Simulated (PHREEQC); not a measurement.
Make-up at 20 °C: 12 mmol/kgw H2S. Closed to the air; pH follows from the charge balance.

All values are PHREEQC results (ion-association model, phreeqc.dat), not measurements.

Each row changes one thing in this solution. Precipitation was switched off in this run.

| case | pH | ionic strength (mol/kgw) | HS- (mol/kgw) |
|---|---|---|---|
| as made | 4.47 | 3.44e-5 | 3.44e-5 |
| diluted 2-fold with water | 4.62 | 2.43e-5 | 2.43e-5 |
| H2S from 0.012 to 0.0024 mol/kgw | 4.82 | 1.53e-5 | 1.53e-5 |
| H2S from 0.012 to 0.006 mol/kgw | 4.62 | 2.43e-5 | 2.43e-5 |
| diluted 100-fold with water | 5.47 | 3.38e-6 | 3.38e-6 |
| H2S replaced by NH4HS at the same molality | 8.21 | 0.0114 | 0.0114 |

Complexes and solids missing from the database can't appear.
